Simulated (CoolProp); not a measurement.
n-heptane along the isotherm 600 K: density (kg/m³) from the reference equation and from simpler models built on Tc = 541.2 K, pc = 27.74 bar, ω = 0.349; each cubic takes its own stable root.

Computed with CoolProp (reference Helmholtz-energy equation of state, Span 2003). It is a short technical equation, of lower accuracy than the large ones.

```json
[
 {"p (bar)": "15.4", "phase": "gas", "reference": "36.21"},
 {"p (bar)": "30.8", "phase": "supercritical", "reference": "91.36"},
 {"p (bar)": "46.2", "phase": "supercritical", "reference": "192.2"},
 {"p (bar)": "61.6", "phase": "supercritical", "reference": "296.2"},
 {"p (bar)": "77.1", "phase": "supercritical", "reference": "344.8"},
 {"p (bar)": "92.5", "phase": "supercritical", "reference": "373.5"},
 {"p (bar)": "108", "phase": "supercritical", "reference": "393.9"},
 {"p (bar)": "123", "phase": "supercritical", "reference": "409.3"},
 {"p (bar)": "139", "phase": "supercritical", "reference": "422.6"}
]
```

Question: How far does each simpler model (ideal gas, van der Waals, Redlich-Kwong, Soave-Redlich-Kwong, Peng-Robinson) lie from the reference over these 9 states: mean and median of the absolute difference, and the worst?

Answer: 
- ideal gas: mean 42.3 %, median 44.9 %, worst -58.2 % at 600 K and 61.6 bar
- van der Waals: mean 15.6 %, median 20.1 %, worst -24.2 % at 600 K and 139 bar
- Redlich-Kwong: mean 6.3 %, median 7.6 %, worst -9.1 % at 600 K and 77.1 bar
- Soave-Redlich-Kwong: mean 10.9 %, median 11.8 %, worst -17.0 % at 600 K and 61.6 bar
- Peng-Robinson: mean 4.7 %, median 4.4 %, worst -10.6 % at 600 K and 61.6 bar
